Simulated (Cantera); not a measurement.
An isothermal, constant-pressure homogeneous reactor starts with CH4 : H2 = 1 : 18 (molar parts), at 1873 K and 6600 Pa.

Model: GRI-Mech 3.0 (53 species, 325 reactions), integrated in Cantera. GRI-Mech 3.0 stops at C3 and has no aromatics, soot or wall deposition, so with more carbon than oxygen in the feed, carbon stays in small species such as C2H2 where larger ones or solid carbon would form.

One state of this run: x CH4 = 0.000435; x H2 = 0.972; x CH2 = 6.81e-8; x C2H = 7.46e-7; x CH3 = 2.23e-5; x H = 0.00249. x: mole fraction; the columns are a selection and need not sum to one.

**Question.** Which value of t (s) does it belong to?
(A) 2.21
(B) 0.0245
(C) 3.00e-6
(D) 0.233

**Answer.** A, 2.21
